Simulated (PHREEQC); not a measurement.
Consider water at 3.4 °C with 3 mmol/kgw KHF2 and 100 mmol/kgw HBF4. Closed to the air; pH follows from the charge balance.

The numbers come from PHREEQC with the ion-association model, phreeqc.dat.

Each row changes one thing in this solution. This is a speciation only: nothing precipitates in the calculation.

```json
[
 {"case": "as made", "pH": "1.10", "ionic strength (mol/kgw)": "0.0991", "BF4- (mol/kgw)": "0.0969", "HF (mol/kgw)": "0.0123", "BF3OH- (mol/kgw)": "0.00189", "H3BO3 (mol/kgw)": "0.00111"},
 {"case": "temperature from 3.4 to 85 °C", "pH": "1.14", "ionic strength (mol/kgw)": "0.0923", "BF4- (mol/kgw)": "0.0887", "HF (mol/kgw)": "0.0413", "BF3OH- (mol/kgw)": "0.00271", "H3BO3 (mol/kgw)": "0.00785"},
 {"case": "diluted 100-fold with water", "pH": "2.86", "ionic strength (mol/kgw)": "0.00146", "BF4- (mol/kgw)": "0.000347", "HF (mol/kgw)": "0.00140", "BF3OH- (mol/kgw)": "6.11e-5", "H3BO3 (mol/kgw)": "0.000564"},
 {"case": "diluted 5-fold with water", "pH": "1.78", "ionic strength (mol/kgw)": "0.0194", "BF4- (mol/kgw)": "0.0181", "HF (mol/kgw)": "0.00587", "BF3OH- (mol/kgw)": "0.000758", "H3BO3 (mol/kgw)": "0.00104"},
 {"case": "KHF2 left out", "pH": "1.09", "ionic strength (mol/kgw)": "0.0981", "BF4- (mol/kgw)": "0.0956", "HF (mol/kgw)": "0.0106", "BF3OH- (mol/kgw)": "0.00218", "H3BO3 (mol/kgw)": "0.00208"},
 {"case": "temperature from 3.4 to 45 °C", "pH": "1.11", "ionic strength (mol/kgw)": "0.0969", "BF4- (mol/kgw)": "0.0941", "HF (mol/kgw)": "0.0217", "BF3OH- (mol/kgw)": "0.00232", "H3BO3 (mol/kgw)": "0.00325"}
]
```

Complexes and solids missing from the database can't appear. Away from 25 °C the constants follow the database's enthalpies or fits; those with neither stay at their 25 °C values. Real BF4- forms and hydrolyses slowly; the run takes it at equilibrium.
